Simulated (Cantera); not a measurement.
Transport properties of process gases

Gas mixture: 100 % N2O, at 750 Torr, frozen composition.

Cantera's kinetic-theory transport with the Lennard-Jones parameters of GRI-Mech 3.0, ideal gas; thermal conductivity in the mixture-averaged form.

```tsv
T (K)	ρ (kg/m³)	cp (J/kg/K)	μ (µPa s)	λ (mW/m/K)	Pr	D (cm²/s) OH	D (cm²/s) NH3	D (cm²/s) N2
400	1.32	970.3	19.5	25.5	0.741	0.416	0.286	0.267
500	1.06	1043	23.6	33.2	0.740	0.616	0.440	0.397
600	0.882	1101	27.3	40.7	0.739	0.844	0.621	0.545
700	0.756	1150	30.8	47.9	0.739	1.10	0.826	0.710
800	0.662	1192	34.0	54.9	0.739	1.38	1.05	0.892
900	0.588	1227	37.1	61.5	0.740	1.68	1.30	1.09
```
D: mixture-averaged diffusion coefficient of that species in the mixture.
